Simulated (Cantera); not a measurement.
Feed: 1 mol SiCl4, 21 mol N2O, 18 mol N2, at 1650 K and 16.0 Pa.

Method: chemical equilibrium by Gibbs-energy minimisation in Cantera with the NASA 1993 tables (ideal gas, pure condensed phases). Candidate condensed phases: Si, SiO2, Si2N2O, Si3N4; 23 gas species. The tables hold silica as quartz up to 1696 K and as liquid above; real silica turns to tridymite and cristobalite and melts near 1996 K. Rates play no part.

Base state: N2 0.741, O2 0.179, Cl 0.0761, NO 0.00214, O 0.000867, Cl2 4.31e-5 (mole fractions); condensed: SiO2(β-quartz).

**Question.** What changes in the equilibrium state with this change: pressure from 16.0 Pa to 63.0 mbar?

**Answer.** 
| species | before | after |
|---|---|---|
| N2 | 0.741 | 0.749 |
| O2 | 0.179 | 0.182 |
| Cl | 0.0761 | 0.0574 |
| Cl2 | 4.31e-5 | 0.00968 |
| O | 0.000867 | 4.40e-5 |
| ClO | 8.41e-6 | 0.000127 |
| NO | 0.00214 | 0.00216 |
| SiO2(β-quartz), mol | 1.000 | 1.00 |

**Question.** What changes in the equilibrium state with this change: N2O from 21 to 1.1 mol?

**Answer.** 
```tsv
species	before	after
N2	0.741	0.805
Cl	0.0761	0.160
SiO	1.20e-6	0.0315
O2	0.179	<1e-9
SiCl2	<1e-9	0.00192
SiCl3	<1e-9	0.000717
SiCl4	<1e-9	0.000588
SiO2(β-quartz), mol	1.000	0.176
```
The tables' values for SiCl3 are old estimates; treat these amounts as uncertain.
